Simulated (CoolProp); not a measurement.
Tetradecamethylhexasiloxane (MD4M) along the isotherm 404.2 K: density (kg/m³) from the reference equation and from simpler models built on Tc = 653.2 K, pc = 0.8286 MPa, ω = 0.800; each cubic takes its own stable root.

Computed with CoolProp (reference Helmholtz-energy equation of state, Thol 2019).

```
p (MPa)   phase  reference  van der Waals  Soave-Redlich-Kwong
-------  ------  ---------  -------------  -------------------
0.00655  liquid      782.7         0.9010                686.6
0.00988  liquid      782.7          1.364                686.6
0.0149   liquid      782.7          2.069                686.7
0.0225   liquid      782.8          3.152                686.7
0.0339   liquid      782.8          4.814                686.7
0.0512   liquid      782.8          7.430                686.8
0.0772   liquid      782.9          11.61                686.9
0.116    liquid      783.0          426.5                687.1
0.176    liquid      783.2          427.4                687.3
0.265    liquid      783.4          428.6                687.7
0.4      liquid      783.8          430.5                688.2
0.603    liquid      784.3          433.1                689.0
0.91     liquid      785.1          436.7                690.1
1.37     liquid      786.3          441.6                691.8
2.07     liquid      788.1          448.0                694.3
```

At some of these states van der Waals gives the other phase, because its saturation line lies elsewhere.
